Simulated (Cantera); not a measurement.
A closed system holds: 1 mol MgCO3, a varied amount of SO3, 8.9 mol CO2, equilibrated at 1400 K and 57000 Pa.

Cantera equilibrium calculation (NASA polynomials, part measured and part estimated; ideal gas, pure solids and liquids). Candidate condensed phases: C, Mg, MgCO3, MgO, MgS, MgSO4, S; 26 gas species. Rates play no part.

log p: log10 of the partial pressure in bar; n: condensed amount in mol.

```json
[
 {"n(SO3) (mol)": "0.1", "log p CO2": "-0.25", "log p SO2": "-2.25", "log p O2": "-2.55", "log p SO3": "-4.71", "log p CO": "-4.99", "log p O": "-7.30", "log p SO": "-8.18", "n MgO(s)": "1.00"},
 {"n(SO3) (mol)": "0.14", "log p CO2": "-0.25", "log p SO2": "___", "log p O2": "___", "log p SO3": "___", "log p CO": "___", "log p O": "___", "log p SO": "___", "n MgO(s)": "1.00"},
 {"n(SO3) (mol)": "0.18", "log p CO2": "-0.26", "log p SO2": "-2.00", "log p O2": "-2.30", "log p SO3": "-4.34", "log p CO": "-5.11", "log p O": "-7.17", "log p SO": "-8.05", "n MgO(s)": "1.00"},
 {"n(SO3) (mol)": "0.23", "log p CO2": "-0.26", "log p SO2": "-1.90", "log p O2": "-2.20", "log p SO3": "-4.18", "log p CO": "-5.17", "log p O": "-7.12", "log p SO": "-8.00", "n MgO(s)": "1.00"},
 {"n(SO3) (mol)": "0.3", "log p CO2": "-0.26", "log p SO2": "-1.78", "log p O2": "-2.09", "log p SO3": "-4.02", "log p CO": "-5.23", "log p O": "-7.07", "log p SO": "-7.95", "n MgO(s)": "1.00"},
 {"n(SO3) (mol)": "0.39", "log p CO2": "-0.27", "log p SO2": "___", "log p O2": "___", "log p SO3": "___", "log p CO": "___", "log p O": "-7.01", "log p SO": "-7.89", "n MgO(s)": "1.00"},
 {"n(SO3) (mol)": "0.51", "log p CO2": "-0.28", "log p SO2": "-1.57", "log p O2": "-1.87", "log p SO3": "-3.69", "log p CO": "-5.35", "log p O": "-6.96", "log p SO": "-7.84", "n MgO(s)": "1.00"},
 {"n(SO3) (mol)": "0.67", "log p CO2": "-0.29", "log p SO2": "-1.46", "log p O2": "-1.76", "log p SO3": "-3.53", "log p CO": "-5.41", "log p O": "-6.90", "log p SO": "-7.78", "n MgO(s)": "1.00"},
 {"n(SO3) (mol)": "0.87", "log p CO2": "-0.30", "log p SO2": "-1.36", "log p O2": "-1.66", "log p SO3": "-3.38", "log p CO": "-5.48", "log p O": "-6.85", "log p SO": "-7.73", "n MgO(s)": "1.00"}
]
```

What belongs in the gaps?


- 0.39, log p SO2: -1.68
- 0.39, log p O2: -1.98
- 0.39, log p SO3: -3.85
- 0.39, log p CO: -5.29
- 0.14, log p SO2: -2.10
- 0.14, log p O2: -2.41
- 0.14, log p SO3: -4.50
- 0.14, log p CO: -5.06
- 0.14, log p O: -7.23
- 0.14, log p SO: -8.11
